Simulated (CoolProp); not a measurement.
Aqueous potassium acetate as a coolant, 41 % by mass, freezing at -44.2 °C, 1 atm.

Computed with CoolProp (Melinder's fits for secondary coolants).

| T (°C) | viscosity (mPa s) | Prandtl number | conductivity (W/(m K)) | cp (kJ/(kg K)) |
|---|---|---|---|---|
| -7.2 | 9.33 | 61.0 | 0.438 | 2.864 |
| -3.2 | 7.84 | 50.9 | 0.442 | 2.874 |
| 0.7 | 6.70 | 43.2 | 0.446 | 2.883 |
| 4.7 | 5.77 | 37.0 | 0.451 | 2.893 |
| 8.7 | 5.02 | 32.0 | 0.455 | 2.903 |
| 12.7 | 4.42 | 28.0 | 0.459 | 2.914 |
| 16.7 | 3.92 | 24.7 | 0.464 | 2.924 |
| 20.6 | 3.51 | 22.0 | 0.468 | 2.934 |
| 24.6 | 3.16 | 19.7 | 0.472 | 2.945 |
| 28.6 | 2.86 | 17.7 | 0.476 | 2.955 |
| 32.6 | 2.60 | 16.0 | 0.481 | 2.966 |
